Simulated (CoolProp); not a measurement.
Vapour-liquid equilibrium of isohexane (1) + n-hexane (2) at 0.344 MPa; x and y are mole fractions of (1).

The numbers come from the multi-fluid Helmholtz-energy mixture model, Lemmon 2006 and Thol 2019; pair parameters Bell 2016 in CoolProp.

Q: Give the bubble temperature and the first vapour's composition at x = 0.2, 0.5, 0.875. Is there an azeotrope?

A: x = 0.2: 111.4 °C, y = 0.234; x = 0.5: 108.5 °C, y = 0.548; x = 0.875: 105.4 °C, y = 0.893. No azeotrope shows between x = 0.05 and 0.95.

Pair parameters are fitted to limited data, so mixtures are less certain than the pure fluids.
